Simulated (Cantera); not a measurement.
What does this Cantera script print?

```python
import numpy as np
import cantera as ct

gas_names = """
    CL CL2 H HCL H2 Si SiCL SiCL2 SiCL3 SiCL4 SiH SiHCL3 SiH2 SiH2CL2 SiH3 SiH3CL SiH4 Si2 Si3
""".split()
cond_names = """
    Si(cr) Si(L)
""".split()


# ... load() reads the species with a 1 bar reference pressure and builds the phases ...
atoms = {
    'SiCl4': {'Si': 1, 'CL': 4},
    'Cl2': {'CL': 2},
    'H2': {'H': 2},
}
top_T = {}  # K; cautious upper limits of use, not melting points


# ... equilibrate(T, P, feed) seeds the gas with the atoms and calls Mixture.equilibrate('TP', solver="vcs", rtol=1e-11, max_steps=5000) ...
results = []
feed = {'SiCl4': 1, 'Cl2': 1, 'H2': 2.5}  # mol
P = 2600000  # Pa
for T in [848, 923, 998, 1073, 1148, 1223, 1298, 1373, 1448, 1523]:
    mix = equilibrate(T, P, feed)
    results.append((T, P, feed, dict(zip(mix.species_names, mix.species_moles))))

top = {s: max(r[3][s] / sum(r[3][g] for g in gas_names) for r in results) for s in gas_names}
cols = sorted((s for s in top if top[s] > 0.001), key=lambda s: -top[s])[:9]
seen = [c for c in cond_names if any(r[3].get(c, 0) > 1e-12 for r in results)]
print("log10 of partial pressures in bar; condensed amounts in mol")
print(f"{'T/K':>10s}" + "".join(f"{s[:9]:>10s}" for s in cols + seen))
for T, P, feed, n in results:
    ng = sum(n[g] for g in gas_names)
    print(f"{T:10.4g}" + "".join(f"{np.log10(max(n[s] / ng * P / 1e5, 1e-99)):10.3f}" for s in cols)
          + "".join(f"{n.get(c, 0):10.4g}" for c in seen))
```

Result:

```
log10 of partial pressures in bar; condensed amounts in mol
       T/K       HCL        H2     SiCL4    SiHCL3     SiCL3
       848     1.063     0.938     0.761    -2.154    -5.386
       923     1.063     0.937     0.761    -1.814    -4.508
       998     1.064     0.936     0.760    -1.527    -3.766
      1073     1.065     0.935     0.758    -1.284    -3.131
      1148     1.066     0.934     0.755    -1.075    -2.583
      1223     1.068     0.931     0.751    -0.896    -2.106
      1298     1.070     0.928     0.746    -0.742    -1.689
      1373     1.073     0.923     0.738    -0.610    -1.324
      1448     1.078     0.918     0.728    -0.501    -1.004
      1523     1.084     0.909     0.712    -0.412    -0.725
```

These are equilibrium values from Cantera (NASA tables, ideal gas, pure condensed phases), not measurements of a reactor. The tables' values for SiCl3 are old estimates; treat these amounts as uncertain.
